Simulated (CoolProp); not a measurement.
Hexamethyldisiloxane (MM) along the isobar 14.3 bar: fugacity coefficient from the reference equation and from simpler models built on Tc = 518.7 K, pc = 19.31 bar, ω = 0.418; each cubic takes its own stable root.

Model: reference Helmholtz-energy equation of state, Thol 2016, in CoolProp.

```csv
T (K),phase,reference,van der Waals,Redlich-Kwong,Soave-Redlich-Kwong,Peng-Robinson
262,liquid,0.0005160,0.04770,0.004053,0.0005265,0.0005743
300.7,liquid,0.004963,0.1067,0.02139,0.004977,0.005140
339.4,liquid,0.02518,0.1968,0.06954,0.02535,0.02535
378.1,liquid,0.08327,0.3168,0.1647,0.08480,0.08324
416.8,liquid,0.2039,0.4616,0.3132,0.2102,0.2044
455.5,liquid,0.4007,0.6219,0.5076,0.4157,0.4028
494.3,liquid,0.6639,0.7508,0.7158,0.6839,0.6631
533,gas,0.7689,0.7954,0.7751,0.7803,0.7601
571.7,gas,0.8220,0.8291,0.8180,0.8336,0.8137
```

At some of these states van der Waals, Redlich-Kwong gives the other phase, because its saturation line lies elsewhere.
